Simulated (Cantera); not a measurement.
Feed: 1 mol BN, 0.74 mol O2, 1.8 mol H2, held at 1800 Pa.

These are equilibrium values from Cantera (NASA tables, ideal gas, pure condensed phases), not measurements of a reactor. Candidate condensed phases: B, BN, B2O3, B3O3H3, H2O; 39 gas species. Mutual solubility and eutectic melting of coexisting phases are not modelled. Rates play no part. All values below are at 1327 °C.

Base state: H2 0.757, N2 0.210, HBO2 0.0123, HBO 0.0103, B2O3 0.00815, H2O 0.000880, B2O2 0.000809, H 0.000353 (mole fractions); condensed: BN(s) + B2O3(l).

### Question
What changes in the equilibrium state with this change: pressure from 1800 Pa to 24000 Pa?

### Answer
```
species         before     after
------------  --------  --------
H2               0.757     0.777
N2               0.210     0.213
HBO2            0.0123   0.00525
HBO             0.0103   0.00185
B2O3           0.00815  0.000611
B2O2          0.000809   2.55e-5
BO            0.000109   5.29e-6
H             0.000353   9.78e-5
H2O           0.000880   0.00215
BN(s), mol      0.0149    0.0192
B2O3(l), mol     0.445     0.481
```
Gases not in the tables: H3BO3.
